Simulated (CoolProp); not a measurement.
Computed with CoolProp (reference Helmholtz-energy equation of state, Span 1996).

### Question
For carbon dioxide, give the phase and the cv (kJ/(kg K)), speed of sound (m/s) at 372.05 °C and 152 kPa; 618.35 °C and 9390 kPa.

### Answer
- 372.05 °C and 152 kPa: gas; cv 0.911, speed of sound 384
- 618.35 °C and 9390 kPa: supercritical; cv 1.02, speed of sound 459
